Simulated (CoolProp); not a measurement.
Vapour-liquid equilibrium of R134a (1) + R236FA (2) at 0.0528 MPa; x and y are mole fractions of (1).

The numbers come from the multi-fluid Helmholtz-energy mixture model, Tillner-Roth 1994 and Pan 2012; pair parameters Bell 2016 in CoolProp.

```
x     bubble temperature (K)  y at the bubble point  dew temperature at overall composition x (K)  liquid density (mol/L)
----  ----------------------  ---------------------  --------------------------------------------  ----------------------
0.05                   255.1                  0.131                                         256.3                   9.977
0.2                    250.1                  0.425                                         254.0                   10.50
0.35                   245.9                  0.621                                         251.5                   11.05
0.5                    242.4                  0.758                                         248.6                   11.63
0.65                   239.4                  0.857                                         245.3                   12.25
0.8                    236.8                  0.930                                         241.2                   12.91
0.95                   234.4                  0.985                                         236.0                   13.63
```

No azeotrope shows between x = 0.05 and 0.95.

The pair parameters rest on a limited set of measurements; away from them the model extrapolates.
